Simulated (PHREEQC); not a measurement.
Solution (25 °C): 0.0016 mol KHCO3 and 0.048 mol NH3 per kg of water. Closed to the air; pH follows from the charge balance.

Computed with PHREEQC (ion-association model, phreeqc.dat).

Each row changes one thing in this solution. No solid was allowed to form.

| case | pH | ionic strength (mol/kgw) | NH3 (mol/kgw) | NH4+ (mol/kgw) |
|---|---|---|---|---|
| as made | 10.70 | 0.00453 | 0.0463 | 0.00174 |
| KHCO3 from 0.0016 to 0.008 mol/kgw | 10.27 | 0.0172 | 0.0433 | 0.00470 |
| temperature from 25 to 35 °C | 10.43 | 0.00429 | 0.0464 | 0.00165 |
| KHCO3 from 0.0016 to 0.00032 mol/kgw | 10.90 | 0.00167 | 0.0469 | 0.00109 |
| KHCO3 from 0.0016 to 0.00176 mol/kgw | 10.68 | 0.00488 | 0.0462 | 0.00182 |
| KHCO3 left out | 10.96 | 0.000946 | 0.0471 | 0.000946 |
| NH3 from 0.048 to 0.096 mol/kgw | 10.91 | 0.00513 | 0.0938 | 0.00220 |
| diluted 10-fold with water | 10.38 | 0.000584 | 0.00446 | 0.000337 |

Species that the database lacks are ignored.
